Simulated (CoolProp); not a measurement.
A Linde-Hampson liquefier for CF4 (R14): isothermal reversible compression at 280 K from 1 atm to 15 MPa, throttling to 1 atm, return gas leaving the recuperator 2 K below the feed. Each further row changes one setting.

Computed with CoolProp (reference Helmholtz-energy equation of state, Platzer 1990). This equation is an older, rougher fit; its heat capacities, sound speeds and derivatives of the liquid may be far off and weren't checked against measurements.

```csv
case,liquid yield per pass,compression work (kJ/kg of gas)
as stated,?,116
high pressure 30 MPa,?,?
warm-end temperature 310 K,?,?
warm-end gap 7 K,?,116
```

Problem. What belongs in the gaps?

Solution. 
- as stated, liquid yield per pass: 0.304
- high pressure 30 MPa, liquid yield per pass: 0.340
- high pressure 30 MPa, compression work (kJ/kg of gas): 131
- warm-end temperature 310 K, liquid yield per pass: 0.215
- warm-end temperature 310 K, compression work (kJ/kg of gas): 135
- warm-end gap 7 K, liquid yield per pass: 0.293
